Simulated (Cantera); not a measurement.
## Thermodynamics of boron, boron nitride and boron oxide, feed B2O3 + H2O + N2

Feed: 1 mol B2O3, 2.6 mol H2O, 180 mol N2, held at 0.113 Torr.

Equilibrium computed with Cantera from the NASA thermochemical tables; the gas is ideal and each condensed phase is pure. Candidate condensed phases: B, BN, B2O3, B3O3H3, H2O; 39 gas species. Rates play no part.

```csv
T (°C),x N2,x H,x O,x HBO2,x BO
1277,0.980,4.21e-5,6.25e-6,0.00990,8.39e-7
1377,0.980,0.000178,3.04e-5,0.00958,5.34e-6
1477,0.979,0.000627,0.000123,0.00910,2.75e-5
1577,0.977,0.00187,0.000419,0.00834,0.000120
1677,0.974,0.00470,0.00122,0.00707,0.000451
1777,0.968,0.00981,0.00302,0.00508,0.00145
1877,0.960,0.0165,0.00626,0.00263,0.00372
1977,0.952,0.0223,0.0106,0.000814,0.00677
2077,0.947,0.0253,0.0143,0.000153,0.00894
```
x: gas mole fraction; nothing condenses.

From 1277 °C to 2077 °C nothing is condensed. The main B-bearing gas is HBO2 at 1277 °C and BO at 2077 °C.
